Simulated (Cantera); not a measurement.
Feed: 1 mol B2O3, 38 mol N2, equilibrated at 1577 °C and 10000 Pa.

These are equilibrium values from Cantera (NASA tables, ideal gas, pure condensed phases), not measurements of a reactor. Candidate condensed phases: B, BN, B2O3; 17 gas species. Equilibrium is a limit: real reactors are often held back by kinetics, nucleation or transport.

Base state: N2 0.974, B2O3 0.0256, BO2 7.76e-5, BO 5.65e-5, B2O2 1.34e-5 (mole fractions); condensed: gas only.

Question: What changes in the equilibrium state with this change: temperature from 1577 °C to 502 °C?

Answer: 
```json
[
 {"species": "N2", "before": "0.974", "after": "1.00"},
 {"species": "B2O3", "before": "0.0256", "after": "<1e-9"},
 {"species": "BO2", "before": "7.76e-5", "after": "<1e-9"},
 {"species": "BO", "before": "5.65e-5", "after": "<1e-9"},
 {"species": "B2O2", "before": "1.34e-5", "after": "<1e-9"},
 {"species": "B2O3(l), mol", "before": "0", "after": "1.00"}
]
```
